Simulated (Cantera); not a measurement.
A Cantera script and what it prints.

```python
import numpy as np
import cantera as ct

gas_names = """
    B BCL BCL2 BCL3 BH BH2 BH3 BO BOCL BO2 B2 B2O B2O2 B2O3 B3O3CL3 B3O3H3 CL CLO CL2 H HBO HBO2 HCL
    HOCL HO2 H2 H2O H2O2 H3B3O6 O OH O2 O3
""".split()
cond_names = """
    B(b) B(L) B2O3(L) B3O3H3(cr) H2O(s) H2O(L)
""".split()


# ... load() reads the species with a 1 bar reference pressure and builds the phases ...
atoms = {
    'BCl3': {'B': 1, 'CL': 3},
    'O2': {'O': 2},
    'H2O': {'H': 2, 'O': 1},
}
top_T = {}  # K; cautious upper limits of use, not melting points


# ... equilibrate(T, P, feed) seeds the gas with the atoms and calls Mixture.equilibrate('TP', solver="vcs", rtol=1e-11, max_steps=5000) ...
results = []
feed = {'BCl3': 1, 'O2': 1.3, 'H2O': 2.3}  # mol
T = 1248  # K
for P in [10, 37, 140, 520, 1900, 7200, 27000, 100000]:
    mix = equilibrate(T, P, feed)
    results.append((T, P, feed, dict(zip(mix.species_names, mix.species_moles))))

top = {s: max(r[3][s] / sum(r[3][g] for g in gas_names) for r in results) for s in gas_names}
cols = sorted((s for s in top if top[s] > 1e-06), key=lambda s: -top[s])[:9]
seen = [c for c in cond_names if any(r[3].get(c, 0) > 1e-12 for r in results)]
print("log10 of partial pressures in bar; condensed amounts in mol")
print(f"{'P/Pa':>10s}" + "".join(f"{s[:9]:>10s}" for s in cols + seen))
for T, P, feed, n in results:
    ng = sum(n[g] for g in gas_names)
    print(f"{P:10.4g}" + "".join(f"{np.log10(max(n[s] / ng * P / 1e5, 1e-99)):10.3f}" for s in cols)
          + "".join(f"{n.get(c, 0):10.4g}" for c in seen))
```

It prints:

```
log10 of partial pressures in bar; condensed amounts in mol
      P/Pa       HCL        O2       H2O      HBO2       CL2        CL    H3B3O6      B2O3        OH   B2O3(L)
        10    -4.265    -4.620    -4.872    -5.231    -7.054    -5.643    -9.316    -7.382    -8.173    0.3424
        37    -3.686    -4.042    -4.263    -4.927    -6.216    -5.224    -8.402    -7.382    -7.724     0.416
       140    -3.102    -3.459    -3.662    -4.626    -5.358    -4.795    -7.500    -7.382    -7.278    0.4561
       520    -2.531    -2.888    -3.075    -4.333    -4.516    -4.374    -6.621    -7.382    -6.842    0.4767
      1900    -1.971    -2.326    -2.496    -4.043    -3.696    -3.964    -5.751    -7.382    -6.411    0.4871
      7200    -1.401    -1.751    -1.894    -3.742    -2.870    -3.551    -4.849    -7.382    -5.967    0.4921
   2.7e+04    -0.843    -1.184    -1.289    -3.440    -2.075    -3.153    -3.941    -7.382    -5.523    0.4934
     1e+05    -0.298    -0.627    -0.681    -3.136    -1.314    -2.773    -3.030    -7.382    -5.079    0.4912
```

Cantera equilibrium calculation (NASA polynomials, part measured and part estimated; ideal gas, pure solids and liquids). The tables' values for BOCl are old estimates; treat these amounts as uncertain. Gases not in the tables: H3BO3.
